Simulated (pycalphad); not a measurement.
# Phase fractions of Cu-6.375Si (wt.%)

CALPHAD calculation (pycalphad, COST 507 light-alloy database (1999)), 1 atm. The data set is of 1999 and partly superseded. Amounts are mole fractions of atoms. Kinetics are ignored, which matters at the lower temperatures.

| T (°C) | liquid | fcc | bcc | hcp | CU33SI7_DELTA | CU56SI11_GAMMA | CU19SI6_ETA |
|---|---|---|---|---|---|---|---|
| 917 | 1.000 | - | - | - | - | - | - |
| 837 | - | - | 0.501 | 0.499 | - | - | - |
| 757 | - | - | - | ? | ? | - | - |
| 677 | - | - | - | 0.646 | - | 0.354 | - |
| 597 | - | - | - | ? | - | ? | - |
| 517 | - | 0.405 | - | - | - | 0.595 | - |
| 437 | - | 0.355 | - | - | - | 0.645 | - |
| 357 | - | 0.613 | - | - | - | - | 0.387 |
| 277 | - | 0.573 | - | - | - | - | 0.427 |

Problem. Fill in the missing entries.

Solution. 
- 757, hcp: 0.802
- 757, CU33SI7_DELTA: 0.198
- 597, hcp: 0.563
- 597, CU56SI11_GAMMA: 0.437

Database names, with the compositions (at.%) that they take in these runs: CU33SI7_DELTA: Cu 82 Si 18; CU56SI11_GAMMA: Cu 84 Si 16; CU19SI6_ETA: Cu 76 Si 24. The hcp model here describes the intermediate κ phase of Cu-Si.
